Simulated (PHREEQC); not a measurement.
0.037 g of hydrous ferric oxide (600 m²/g; 0.2 weak and 0.005 strong sites per Fe, Dzombak-Morel constants, diffuse double layer) in 1 kg of water with 0.1 mol/kgw of an inert sodium salt, at 25 °C; the pH is set by adding NaOH or the inert anion's acid. O2 is buffered at 0.21 atm. The system is closed to CO2. Precipitation was switched off in this run.

Base run: PHREEQC, ion-association model, wateq4f.dat. Each further column changes one thing. The table gives surface charge σ (C/m²).

```tsv
pH	base	background salt from 0.1 to 0.01 mol/kgw	oxide from 0.037 to 0.18 g/kgw
3	0.363	0.324	0.363
3.67	0.342	0.255	0.342
4.33	0.291	0.178	0.291
5	0.215	0.113	0.215
5.67	0.142	0.066	0.142
6.33	0.085	0.036	0.085
7.67	0.016	0.006	0.016
8.33	-0.008	-0.003	-0.008
9	-0.034	-0.013	-0.034
9.67	-0.071	-0.029	-0.071
10.33	-0.121	-0.055	-0.121
11	-0.190	-0.099	-0.190
```

The oxide is taken as insoluble; below pH 4 it would dissolve.
